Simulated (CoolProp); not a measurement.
Properties of propane along the isobar 0.101 MPa.

The numbers come from the reference Helmholtz-energy equation of state, Lemmon 2009 in CoolProp.

```
T (K)  phase  density (kg/m³)  isothermal compressibility (1/MPa)  Prandtl number
-----  -----  ---------------  ----------------------------------  --------------
259.5    gas            2.118                               10.16           0.762
274.9    gas            1.990                               10.12           0.755
290.3    gas            1.878                               10.08           0.751
305.7    gas            1.779                               10.05           0.748
321      gas            1.690                               10.03           0.747
336.4    gas            1.610                               10.01           0.746
351.8    gas            1.537                               9.997           0.745
367.2    gas            1.471                               9.984           0.745
382.6    gas            1.410                               9.974           0.744
398      gas            1.355                               9.965           0.744
413.4    gas            1.303                               9.958           0.743
428.8    gas            1.255                               9.951           0.741
444.2    gas            1.211                               9.945           0.740
459.6    gas            1.170                               9.941           0.738
475      gas            1.132                               9.936           0.735
490.3    gas            1.096                               9.932           0.732
```

Viscosity comes from a separate model (Vogel 1998). Thermal conductivity comes from a separate model (Marsh 2002).
